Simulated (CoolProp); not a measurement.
Properties of the fluoroketone C6F12O (FK-5-1-12) along the isotherm 460.7 K (Tc = 441.8 K, pc = 18.69 bar, ω = 0.471).

Model: reference Helmholtz-energy equation of state, McLinden 2015, in CoolProp.

```tsv
p (bar)	phase	Z	speed of sound (m/s)	fugacity coefficient
0.0296	gas	0.9995	111.5	0.9995
0.0446	gas	0.9993	111.5	0.9993
0.0673	gas	0.9989	111.4	0.9989
0.101	gas	0.9984	111.4	0.9984
0.153	gas	0.9975	111.3	0.9976
0.231	gas	0.9963	111.1	0.9963
0.348	gas	0.9944	111.0	0.9944
0.526	gas	0.9915	?	0.9916
0.793	gas	0.9872	110.2	0.9873
1.2	gas	0.9806	?	0.9809
1.8	gas	0.9708	?	0.9714
2.72	gas	0.9555	?	0.9569
4.11	gas	0.9320	?	0.9353
6.19	gas	?	100.5	0.9034
9.35	gas	0.8360	94.00	0.8556
```

Question: Some entries are withheld; supply them.

Answer: 
- 0.526, speed of sound (m/s): 110.7
- 1.2, speed of sound (m/s): 109.5
- 1.8, speed of sound (m/s): 108.5
- 2.72, speed of sound (m/s): 106.9
- 4.11, speed of sound (m/s): 104.4
- 6.19, Z: 0.8954
